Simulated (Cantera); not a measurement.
A Cantera script and what it prints.

```python
import numpy as np
import cantera as ct

gas_names = """
    B BH BH2 BH3 BO BO2 B2 B2O B2O2 B2O3 B3O3H3 H HBO HBO2 HO2 H2 H2O H2O2 H3B3O6 O OH O2 O3
""".split()
cond_names = """
    B(b) B(L) B2O3(L) B3O3H3(cr) H2O(s) H2O(L)
""".split()


# ... load() reads the species with a 1 bar reference pressure and builds the phases ...
atoms = {
    'B2O3': {'B': 2, 'O': 3},
    'O2': {'O': 2},
    'H2': {'H': 2},
}
top_T = {}  # K; cautious upper limits of use, not melting points


# ... equilibrate(T, P, feed) seeds the gas with the atoms and calls Mixture.equilibrate('TP', solver="vcs", rtol=1e-11, max_steps=5000) ...
results = []
T = 1098.15  # K
P = 7500  # Pa
for m in [12, 40, 68, 96, 120, 150, 180]:
    feed = {'B2O3': 1, 'O2': 6.5, 'H2': m}  # mol
    mix = equilibrate(T, P, feed)
    results.append((T, P, feed, dict(zip(mix.species_names, mix.species_moles))))
    x = sorted(zip(gas.X, gas.species_names), reverse=True)
    print(f"T = {T:g} K  P = {P:g} Pa  n(H2) = {m:g} mol  gas = {mix.phase_moles(0):.4g} mol")
    print("   x: " + "  ".join(f"{s} {v:.3e}" for v, s in x if v > 1e-05))
    print("   condensed (mol): " + ("  ".join(f"{mix.phase(i).name} {mix.phase_moles(i):.4g}"
          for i in range(1, mix.n_phases) if mix.phase_moles(i) > 1e-12) or "none"))
```

Result:

```
T = 1098.15 K  P = 7500 Pa  n(H2) = 12 mol  gas = 12.48 mol
   x: H2O 9.548e-01  O2 4.008e-02  H3B3O6 4.499e-03  HBO2 6.027e-04
   condensed (mol): B2O3(L) 0.9121
T = 1098.15 K  P = 7500 Pa  n(H2) = 40 mol  gas = 39.99 mol
   x: H2 6.752e-01  H2O 3.236e-01  H3B3O6 8.875e-04  HBO2 3.508e-04
   condensed (mol): B2O3(L) 0.9397
T = 1098.15 K  P = 7500 Pa  n(H2) = 68 mol  gas = 68 mol
   x: H2 8.089e-01  H2O 1.905e-01  H3B3O6 4.007e-04  HBO2 2.692e-04
   condensed (mol): B2O3(L) 0.95
T = 1098.15 K  P = 7500 Pa  n(H2) = 96 mol  gas = 96 mol
   x: H2 8.646e-01  H2O 1.349e-01  H3B3O6 2.390e-04  HBO2 2.266e-04
   condensed (mol): B2O3(L) 0.9547
T = 1098.15 K  P = 7500 Pa  n(H2) = 120 mol  gas = 120 mol
   x: H2 8.917e-01  H2O 1.080e-01  HBO2 2.027e-04  H3B3O6 1.711e-04
   condensed (mol): B2O3(L) 0.957
T = 1098.15 K  P = 7500 Pa  n(H2) = 150 mol  gas = 150 mol
   x: H2 9.133e-01  H2O 8.639e-02  HBO2 1.813e-04  H3B3O6 1.224e-04
   condensed (mol): B2O3(L) 0.9589
T = 1098.15 K  P = 7500 Pa  n(H2) = 180 mol  gas = 180 mol
   x: H2 9.277e-01  H2O 7.200e-02  HBO2 1.655e-04  H3B3O6 9.315e-05
   condensed (mol): B2O3(L) 0.96
```

These are equilibrium values from Cantera (NASA tables, ideal gas, pure condensed phases), not measurements of a reactor. Gases not in the tables: H3BO3.
